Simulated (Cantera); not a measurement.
An adiabatic, constant-volume homogeneous reactor starts with CH4 : C2H6 : O2 : N2 = 1 : 0.04 : 1.07 : 4.02 (molar parts), equivalence ratio 2.0, at 1625 K and 1.01 bar. Integrator tolerance rtol = 1e-08.

Detailed kinetics in Cantera: GRI-Mech 3.0 (53 species, 325 reactions).

What does this change do: 0.46 parts CO2 added?


| quantity | before | after |
|---|---|---|
| time of steepest temperature rise | 0.182 ms | 0.206 ms |
| temperature at 0.700 s | 2819 K | 2724 K |
| equilibrium temperature | 2819 K | 2724 K |
| x(CH4) at 0.700 s | 1.72e-11 (gas-phase equilibrium 1.94e-11) | 7.53e-12 (gas-phase equilibrium 8.57e-12) |
| x(C2H6) at 0.700 s | <1e-12 (gas-phase equilibrium <1e-12) | <1e-12 (gas-phase equilibrium <1e-12) |
| x(O2) at 0.700 s | 0.000170 (gas-phase equilibrium 0.000170) | 0.000264 (gas-phase equilibrium 0.000264) |
| x(CH2CO) at 0.700 s | <1e-12 (gas-phase equilibrium <1e-12) | <1e-12 (gas-phase equilibrium <1e-12) |
| x(C2H) at 0.700 s | <1e-12 (gas-phase equilibrium <1e-12) | <1e-12 (gas-phase equilibrium <1e-12) |
